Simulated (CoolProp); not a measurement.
Vapour-liquid equilibrium of m-xylene (1) + n-undecane (2) at 464.6 K; x and y are mole fractions of (1).

Values from CoolProp's multi-fluid Helmholtz-energy mixture model, Zhou 2012 and Aleksandrov 2011; pair parameters Bell 2016.

### Question
Give the bubble pressure and the first vapour's composition at x = 0.425, 0.725, 0.875. Is there an azeotrope?

### Answer
x = 0.425: 0.1904 MPa, y = 0.709; x = 0.725: 0.2684 MPa, y = 0.900; x = 0.875: 0.3099 MPa, y = 0.961. No azeotrope shows between x = 0.05 and 0.95.

The pair parameters rest on a limited set of measurements; away from them the model extrapolates.
